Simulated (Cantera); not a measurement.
Feed: 1 mol SiC, 1.5 mol H₂, at 10.0 Torr.

Cantera equilibrium calculation (NASA polynomials, part measured and part estimated; ideal gas, pure solids and liquids). Candidate condensed phases: C, C₆H₆, C₇H₈, C₈H₁₈, Si, SiC; 87 gas species. Gases not in the tables: Si₂H₆ and higher silanes. Rates play no part.

Question: Which condensed phases are stable at each of these points (T (°C)): 1700, 1800, 1900, 2000, 2100, 2200, 2300, 2400, 2500?

Answer: 
```tsv
T (°C)	condensed phases	Si condensed (%)
1700	SiC(s)	100.0
1800	SiC(s)	99.8
1900	SiC(s)	99.5
2000	C(graphite) + SiC(s)	98.5
2100	C(graphite) + SiC(s)	94.7
2200	C(graphite) + SiC(s)	81.7
2300	C(graphite) + SiC(s)	31.1
2400	C(graphite)	0.0
2500	C(graphite)	0.0
```

From 1700 °C to 1900 °C the condensed part is SiC(s). From 2000 °C to 2300 °C the condensed part is C(graphite) + SiC(s). From 2400 °C to 2500 °C the condensed part is C(graphite).
